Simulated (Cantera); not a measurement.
## C6H6 + H2 (carbon deposition, reforming and gasification)

A closed system holds: 1 mol C6H6, 95 mol H2, equilibrated at 1.00 bar.

Equilibrium computed with Cantera from the NASA thermochemical tables; the gas is ideal and each condensed phase is pure. Candidate condensed phases: C, C6H6, C7H8, C8H18; 76 gas species. Equilibrium is a limit: real reactors are often held back by kinetics, nucleation or transport.

```csv
T (K),x H2,x CH4,x H,x C2H2 (acetylene),x CH3,x C2H4,x C4H2,x C2H6,n C(graphite)
923,0.935,0.0652,2.37e-10,1.15e-11,2.69e-10,3.61e-8,<1e-12,3.86e-7,0
1123,0.972,0.0277,4.20e-8,2.14e-8,2.22e-8,9.18e-7,<1e-12,3.67e-7,3.35
1323,0.993,0.00671,1.58e-6,8.20e-7,2.11e-7,1.73e-6,<1e-12,6.95e-8,5.35
1523,0.998,0.00229,2.31e-5,1.18e-5,1.08e-6,2.67e-6,5.34e-11,1.96e-8,5.77
1723,0.999,0.00100,0.000182,9.04e-5,3.72e-6,3.69e-6,3.21e-9,7.34e-9,5.88
1923,0.998,0.000523,0.000941,0.000451,9.87e-6,4.74e-6,8.12e-8,3.38e-9,5.86
2123,0.994,0.000309,0.00358,0.00165,2.16e-5,5.78e-6,1.11e-6,1.79e-9,5.64
```
x: gas mole fraction; n: condensed amount in mol.

At 923 K nothing is condensed. From 1123 K to 2123 K the condensed part is C(graphite). The main C-bearing gas is CH4 at 923 K and C2H2 (acetylene) at 2123 K. The share of C in condensed phases is highest at 1723 K (98.0 %) and lowest at 923 K (0.0 %).
